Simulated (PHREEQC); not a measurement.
Make-up at 38 °C: 4.32 mol MgCl2, 0.059 mol KCl and 0.0018 mol H4SiO4 per kg of water. Closed to the air; pH follows from the charge balance.

The numbers come from PHREEQC with the Pitzer model, pitzer.dat.

**Question.** The ionic strength comes out as 13.0 mol/kgw. What activity coefficients do Cl-, Mg+2, K+, MgOH+, H+ get?

**Answer.** Cl- 0.80, Mg+2 410, K+ 2.2, MgOH+ 2.6, H+ 74. Single-ion values are on the MacInnes scale.

This is a speciation only: nothing precipitates in the calculation. The solution is supersaturated, for example in SiO2(a), so a real one may precipitate; this is no full list. Species that the database lacks are ignored. In brines, pH and single-ion activities rest on the MacInnes convention. Constants without temperature data keep their 25 °C values here.
